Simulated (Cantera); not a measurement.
A perfectly stirred reactor is fed with 54.6 % CH4, 20.8 % CO2, 24.6 % H2, at 0.109 atm; it is held at 1975 K, and followed from long to short residence time.

Model: GRI-Mech 3.0 (53 species, 325 reactions), integrated in Cantera. GRI-Mech 3.0 stops at C3 and has no aromatics, soot or wall deposition, so with more carbon than oxygen in the feed, carbon stays in small species such as C2H2 where larger ones or solid carbon would form.

Task: Predict: x(CH4) at τ = 7.30 s; x(CO2) at τ = 7.30 s; x(H2) at τ = 7.30 s; x(CH2O) at τ = 7.30 s; x(C2H) at τ = 7.30 s; x(CH4) at τ = 79.0 ms; x(CO2) at τ = 79.0 ms; x(H2) at τ = 79.0 ms; x(CH2O) at τ = 79.0 ms; x(C2H) at τ = 79.0 ms.

Result: 
| Item | Value |
|---|---|
| x(CH4) at τ = 7.30 s | 0.00228 |
| x(CO2) at τ = 7.30 s | 0.000145 |
| x(H2) at τ = 7.30 s | 0.661 |
| x(CH2O) at τ = 7.30 s | 1.27e-8 |
| x(C2H) at τ = 7.30 s | 8.24e-6 |
| x(CH4) at τ = 79.0 ms | 0.0242 |
| x(CO2) at τ = 79.0 ms | 0.00804 |
| x(H2) at τ = 79.0 ms | 0.597 |
| x(CH2O) at τ = 79.0 ms | 2.10e-6 |
| x(C2H) at τ = 79.0 ms | 8.80e-6 |
